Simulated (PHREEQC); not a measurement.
Solution (25 °C): 0.0051 mol/kgw PbCl2, 0.008 mol/kgw NaCl and 0.026 mol/kgw Na2SO4. Closed to the air; pH follows from the charge balance.

The numbers come from PHREEQC with the ion-association model, wateq4f.dat.

No solid was allowed to form.

Q: Estimate the pH, ionic strength.

A: pH 5.56; ionic strength 0.0835 mol/kgw.

Q: In which forms is Pb present?

A: PbSO4 54 %, Pb+2 31 %, PbCl+ 8.5 %, Pb(SO4)2-2 5.9 % of the Pb.

Saturation is exceeded, for instance for Anglesite, Larnakite; the values hold only as long as no solid forms.
